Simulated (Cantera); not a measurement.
**Boron, boron nitride and boron oxide: BF₃ + H₂O + H₂**

Input: 1 mol BF₃, 5.1 mol H₂O, 4.2 mol H₂, at 1398.15 K.

Method: chemical equilibrium by Gibbs-energy minimisation in Cantera with the NASA 1993 tables (ideal gas, pure condensed phases). Candidate condensed phases: B, B₂O₃, B₃O₃H₃, H₂O; 43 gas species. Gases not in the tables: H₃BO₃. The numbers say what is thermodynamically allowed, not how fast it happens.

| P (Pa) | x H₂ | x H₂O | x HF | x BOF | x HBO₂ | x BF₃ | n B₂O₃(l) |
|---|---|---|---|---|---|---|---|
| 10 | 0.371 | 0.333 | 0.207 | 0.0581 | 0.0302 | 2.66e-5 | 0 |
| 46 | 0.372 | 0.333 | 0.207 | 0.0580 | 0.0302 | 0.000122 | 0 |
| 220 | 0.372 | 0.333 | 0.206 | 0.0576 | 0.0302 | 0.000573 | 0 |
| 1000 | 0.373 | 0.336 | 0.203 | 0.0558 | 0.0300 | 0.00242 | 0 |
| 4600 | 0.377 | 0.346 | 0.197 | 0.0442 | 0.0252 | 0.00810 | 0.0439 |
| 22000 | 0.387 | 0.363 | 0.199 | 0.0199 | 0.0118 | 0.0168 | 0.187 |
| 100000 | 0.392 | 0.380 | 0.182 | 0.00837 | 0.00565 | 0.0260 | 0.202 |
x: gas mole fraction; n: condensed amount in mol.

From 10.0 Pa to 1000 Pa nothing is condensed. From 4600 Pa to 100000 Pa the condensed part is B₂O₃(l).
